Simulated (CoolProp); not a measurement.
Vapour-liquid equilibrium of R134a (1) + cyclopropane (2) at 1.76 MPa; x and y are mole fractions of (1).

The numbers come from the multi-fluid Helmholtz-energy mixture model, Tillner-Roth 1994 and Polt 1992; pair parameters Bell 2016 in CoolProp. This equation is an older, rougher fit; its heat capacities, sound speeds and derivatives of the liquid may be far off and weren't checked against measurements.

Task: Give the bubble temperature and the first vapour's composition at x = 0.05, 0.5, 0.95. Is there an azeotrope?

Result: x = 0.05: 331.7 K, y = 0.099; x = 0.5: 323.3 K, y = 0.487; x = 0.95: 332.5 K, y = 0.915. y crosses x between x = 0.35 and 0.5: the model has an azeotrope there.

Pair parameters are fitted to limited data, so mixtures are less certain than the pure fluids.
